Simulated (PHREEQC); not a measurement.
A solution holds 22 mmol/kgw HF, 8.9 mmol/kgw (NH4)2SiF6 and 0.044 mmol/kgw HBF4, at 25 °C. Closed to the air; pH follows from the charge balance.

Computed with PHREEQC (ion-association model, phreeqc.dat).

Each row changes one thing in this solution. Precipitation was switched off in this run.

```
case                                        pH  ionic strength (mol/kgw)  HF (mol/kgw)  F- (mol/kgw)  HF2- (mol/kgw)  BF3OH- (mol/kgw)  SI of Quartz (SiO2)
----------------------------------------  ----  ------------------------  ------------  ------------  --------------  ----------------  -------------------
as made                                   2.44                    0.0309        0.0176       0.00386        0.000261           8.91e-7                -3.85
diluted 100-fold with water               3.49                  0.000512      0.000243      0.000511         4.77e-7          2.76e-10                -0.07
0.0005 mol/kgw H4SiO4 added               2.41                    0.0316        0.0154       0.00319        0.000189           1.01e-6                -3.43
temperature from 25 to 85 °C              2.70                    0.0288        0.0204       0.00250        0.000215           2.42e-6                -0.41
diluted 10-fold with water                3.02                   0.00355       0.00175       0.00129         8.67e-6           2.35e-7                +0.13
HF from 0.022 to 0.0198 mol/kgw           2.47                    0.0306        0.0157       0.00366        0.000220           9.97e-7                -3.60
(NH4)2SiF6 from 0.0089 to 0.0445 mol/kgw  2.43                     0.138        0.0172       0.00428        0.000281           8.91e-7                -3.31
0.021 mol/kgw CO2 added                   2.44                    0.0309        0.0176       0.00386        0.000261           8.91e-7                -3.85
```

Some of these states are supersaturated (in Quartz (slow to form), for instance). Carbamate, which ammonia and carbonate form, is missing from the database. At this temperature some constants are extrapolated from 25 °C, and those without enthalpy data are left unchanged. SiF6-2 is the database's only silicon fluoride. Real BF4- forms and hydrolyses slowly; the run takes it at equilibrium.
